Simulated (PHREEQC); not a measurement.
**Ultrapure water in contact with air or piping: speciation**

Model water analysis in mmol/kgw, 25 °C, pH 6.29, pe 11.4:

```
constituent           mmol/kgw
--------------------  --------
Na                     0.00279
K                     2.16e-07
Ca                     0.00367
Mg                    0.000152
Cl                     0.00766
S(6)                   0.00113
Alkalinity (meq/kgw)  0.000462
Cd                    0.000109
Li                    8.23e-05
```

Valence states are taken as typed.

The numbers come from PHREEQC with the ion-association model, phreeqc.dat.

This is a speciation only: nothing precipitates in the calculation.

Problem. Predict the charge-balance error.

Solution. charge-balance error 1.6 %.

Problem. In which forms is C present?

Solution. CO2 53 %, HCO3- 47 % of the C.

Species that the database lacks are ignored.
